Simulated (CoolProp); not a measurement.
A simple Rankine cycle with water: condensing at 296.15 K, boiler at 15.2 MPa, turbine inlet 766.2 K, turbine efficiency 0.7, pump efficiency 0.7, no recuperator. Each further row changes one setting.

The numbers come from the reference Helmholtz-energy equation of state, Wagner 2002 in CoolProp.

```csv
case,thermal efficiency (%),net work (kJ/kg),heat in (kJ/kg),turbine exit temperature (K),volume ratio over the turbine
as stated,30.7,974,3170,296.2,2160
turbine inlet 786.2 K,30.9,999,3230,296.2,2100
condensing temperature 288.15 K,31.5,1010,3200,288.1,3430
boiler pressure 10.6 MPa,30.1,976,3240,296.2,1480
turbine efficiency 0.6,26.2,832,3170,296.2,2300
```

The expansion ends wet for: as stated; turbine inlet 786.2 K; condensing temperature 288.15 K; boiler pressure 10.6 MPa; turbine efficiency 0.6.
